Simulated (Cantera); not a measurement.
# SiHCl3 + NH3 + H2 (silicon nitride deposition)

Feed: 1 mol SiHCl3, 0.53 mol NH3, 97 mol H2, at 0.720 Torr.

These are equilibrium values from Cantera (NASA tables, ideal gas, pure condensed phases), not measurements of a reactor. Candidate condensed phases: NH4Cl, Si, Si3N4; 28 gas species. Mutual solubility and eutectic melting of coexisting phases are not modelled. The tables' values for SiCl, SiCl3 are old estimates; treat these amounts as uncertain. Gases not in the tables: Si2H6 and higher silanes. Rates play no part.

```tsv
T (°C)	x H2	x H	x HCl	x Si	n Si3N4(s)	n Si(s)	n Si(l)
502	0.987	3.18e-11	0.00651	<1e-12	0.133	0	0
602	0.985	1.61e-9	0.00924	<1e-12	0.133	0.0478	0
702	0.977	3.65e-8	0.0198	<1e-12	0.133	0.296	0
802	0.972	4.67e-7	0.0259	7.90e-12	0.132	0.425	0
902	0.972	3.90e-6	0.0265	5.57e-10	0.132	0.432	0
1002	0.972	2.35e-5	0.0263	2.01e-8	0.119	0.456	0
1102	0.969	0.000109	0.0259	4.28e-7	0	0.799	0
1202	0.969	0.000412	0.0257	5.99e-6	0	0.784	0
1302	0.968	0.00132	0.0254	5.98e-5	0	0.765	0
1402	0.966	0.00368	0.0251	0.000452	0	0.708	0
1502	0.958	0.00914	0.0252	0.00229	0	0	0.522
1602	0.941	0.0205	0.0256	0.00754	0	0	0
1702	0.918	0.0423	0.0269	0.00867	0	0	0
1802	0.879	0.0806	0.0262	0.00900	0	0	0
```
x: gas mole fraction; n: condensed amount in mol.

At 502 °C the condensed part is Si3N4(s). From 602 °C to 1002 °C the condensed part is Si(s) + Si3N4(s). From 1102 °C to 1402 °C the condensed part is Si(s). At 1502 °C the condensed part is Si(l). From 1602 °C to 1802 °C nothing is condensed. The main Si-bearing gas is SiCl4 at 502 °C and Si at 1802 °C.
